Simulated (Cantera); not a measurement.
Feed: 1 mol SiH4, 18 mol N2, 0.21 mol H2, 0.12 mol NH3, at 36.0 Pa.

These are equilibrium values from Cantera (NASA tables, ideal gas, pure condensed phases), not measurements of a reactor. Candidate condensed phases: Si, Si3N4; 18 gas species. The tables' values for SiN are old estimates; treat these amounts as uncertain. The numbers say what is thermodynamically allowed, not how fast it happens.

x: gas mole fraction; n: condensed amount in mol.

| T (°C) | x N2 | x H2 | x Si | x H | x Si2N | x SiN | n Si3N4(s) | n Si(l) |
|---|---|---|---|---|---|---|---|---|
| 625 | 0.879 | 0.121 | <1e-12 | 2.00e-9 | <1e-12 | <1e-12 | 0.333 | 0 |
| 725 | 0.879 | 0.121 | <1e-12 | (withheld) | <1e-12 | <1e-12 | 0.333 | 0 |
| 825 | 0.879 | 0.121 | <1e-12 | 4.53e-7 | <1e-12 | <1e-12 | 0.333 | 0 |
| 925 | 0.879 | 0.121 | 6.89e-12 | 3.48e-6 | <1e-12 | <1e-12 | 0.333 | 0 |
| 1025 | 0.879 | 0.121 | 1.47e-9 | 1.96e-5 | 1.34e-12 | 9.11e-11 | 0.333 | 0 |
| 1125 | 0.879 | 0.121 | 1.45e-7 | 8.67e-5 | 4.65e-10 | 5.28e-9 | 0.333 | 0 |
| 1225 | 0.879 | 0.121 | 7.66e-6 | 0.000315 | 7.27e-8 | 1.77e-7 | 0.333 | 0 |
| 1325 | 0.879 | 0.120 | (withheld) | (withheld) | (withheld) | 3.78e-6 | 0.332 | 0 |
| 1425 | 0.880 | 0.115 | 0.00182 | 0.00259 | 3.58e-5 | 1.98e-5 | 0 | 0.960 |
| 1525 | 0.873 | 0.112 | 0.00857 | 0.00622 | 0.000109 | 6.76e-5 | 0 | 0.813 |

Some entries are withheld; supply them.


- 1325, x Si: 0.000245
- 1325, x H: 0.000973
- 1325, x Si2N: 5.95e-6
- 725, x H: 3.94e-8
